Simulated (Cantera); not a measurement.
A jet of CH4 : O2 : N2 = 0.021 : 0.063 : 0.79 (molar parts), equivalence ratio 0.67 at 300 K and 39.0 Torr hits a platinum plate 2.6 cm away at a mass flux of 0.2 kg/m²/s; the plate temperature is set and raised in steps from an oxygen-covered start.

Model: Deutschmann's 1995 Pt surface mechanism with GRI-Mech 3.0 gas chemistry, integrated in Cantera. Catalytic surfaces can have several steady states; this one follows from the mechanism file's or the stated starting coverage.

x: mole fraction at the wall; θ: surface coverage.

```
plate T (K)  wall x CH4  wall x O2  wall x H2O  wall x OH  wall x CO  wall x CO2  θ free Pt   θ O*
-----------  ----------  ---------  ----------  ---------  ---------  ----------  ---------  -----
950              0.0173     0.0579      0.0124        ___    1.08e-5     0.00818      0.340  0.660
1000             0.0150     0.0528      0.0168        ___    1.29e-5      0.0111      0.419  0.580
1050             0.0129     0.0484      0.0207        ___    1.51e-5      0.0136      0.496  0.503
1100             0.0111     0.0447      0.0238        ___    1.78e-5      0.0158      0.570  0.429
1150            0.00975     0.0418      0.0263        ___    2.11e-5      0.0174      0.638  0.362
1200            0.00868     0.0396      0.0282        ___    2.55e-5      0.0187      0.699  0.300
```

Problem. Some entries are withheld; supply them.

Solution. 
- 950, wall x OH: 6.97e-8
- 1000, wall x OH: 1.98e-7
- 1050, wall x OH: 4.96e-7
- 1100, wall x OH: 1.11e-6
- 1150, wall x OH: 2.25e-6
- 1200, wall x OH: 4.24e-6
